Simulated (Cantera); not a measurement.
Input: 1 mol B2O3, a varied amount of H2, at 17.0 mbar.

Equilibrium computed with Cantera from the NASA thermochemical tables; the gas is ideal and each condensed phase is pure. Candidate condensed phases: B, B2O3, B3O3H3, H2O; 23 gas species. Equilibrium is a limit: real reactors are often held back by kinetics, nucleation or transport.

### Question
What condenses at these points (T in °C, n(H2) in mol): (1677, 3.4); (1977, 40); (777, 22); (777, 40); (1827, 140)?

### Answer
```tsv
T (°C)	n(H2) in mol	condensed phases	B condensed (%)
1677	3.4	gas only	0.0
1977	40	gas only	0.0
777	22	B2O3	100.0
777	40	B2O3	100.0
1827	140	gas only	0.0
```
